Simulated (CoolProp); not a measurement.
Saturation properties of n-heptane.

Values from CoolProp's reference Helmholtz-energy equation of state, Span 2003. It is a short technical equation, of lower accuracy than the large ones.

| T (°C) | p (bar) | liquid density (kg/m³) | enthalpy of vaporisation (kJ/kg) | vapour Z | liquid viscosity (µPa s) |
|---|---|---|---|---|---|
| 48.55 | 0.1778 | 659.3 | 350.4 | 0.9845 | (withheld) |
| 62.65 | (withheld) | 647.0 | 341.3 | (withheld) | 269 |
| 76.75 | 0.5120 | 634.3 | 332.0 | 0.9671 | 237 |
| 90.85 | (withheld) | 621.3 | 322.3 | (withheld) | 210 |
| 104.95 | 1.224 | 607.9 | 312.1 | 0.9395 | 187 |
| 118.95 | 1.787 | (withheld) | 301.4 | 0.9214 | 168 |
| 133.05 | 2.537 | 579.6 | 290.0 | 0.8999 | 150 |
| 147.15 | 3.508 | (withheld) | 277.7 | 0.8747 | 135 |
| 161.25 | 4.738 | 548.0 | 264.4 | 0.8456 | 121 |
| 175.25 | 6.256 | 530.8 | 249.9 | 0.8122 | 108 |
| 189.35 | 8.130 | 511.8 | 233.7 | 0.7733 | 96.8 |
| 203.45 | 10.40 | 490.7 | 215.4 | 0.7282 | 86.0 |

Question: What belongs in the gaps?

Answer: 
- 48.55, liquid viscosity (µPa s): 306
- 62.65, p (bar): 0.3099
- 62.65, vapour Z: 0.9769
- 90.85, p (bar): 0.8077
- 90.85, vapour Z: 0.9547
- 118.95, liquid density (kg/m³): 594.1
- 147.15, liquid density (kg/m³): 564.3

It boils at 98.4 °C under 1 atm.

Viscosity comes from a separate model (Michailidou 2014).
